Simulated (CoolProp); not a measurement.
Vapour-liquid equilibrium of ethylene (1) + n-butane (2) at 3.06 bar; x and y are mole fractions of (1).

Values from CoolProp's multi-fluid Helmholtz-energy mixture model, Smukala 2000 and Bücker 2006; pair parameters Bell 2016.

| x | bubble temperature, mixture model (°C) | bubble temperature, Raoult's law (°C) | y, mixture model | y, Raoult's law |
|---|---|---|---|---|
| 0.05 | ___ | 0.4 | 0.638 | 0.675 |
| 0.2 | ___ | -39.8 | ___ | 0.956 |
| 0.35 | ___ | -56.2 | ___ | 0.986 |
| 0.5 | -62.8 | -65.8 | ___ | 0.995 |
| 0.65 | -70.3 | -72.4 | 0.996 | 0.998 |
| 0.8 | ___ | -77.3 | 0.999 | 0.999 |
| 0.95 | ___ | -81.2 | 1.000 | 1.000 |

**Question.** Some entries are withheld; supply them.

**Answer.** 
- 0.05, bubble temperature, mixture model (°C): 1.5
- 0.2, bubble temperature, mixture model (°C): -38.7
- 0.2, y, mixture model: 0.944
- 0.35, bubble temperature, mixture model (°C): -53.3
- 0.35, y, mixture model: 0.979
- 0.5, y, mixture model: 0.991
- 0.8, bubble temperature, mixture model (°C): -76.4
- 0.95, bubble temperature, mixture model (°C): -81.1

The largest gap from Raoult's law is +3.0 K in bubble temperature, at x = 0.5. No azeotrope shows between x = 0.05 and 0.95.

The pair parameters rest on a limited set of measurements; away from them the model extrapolates.
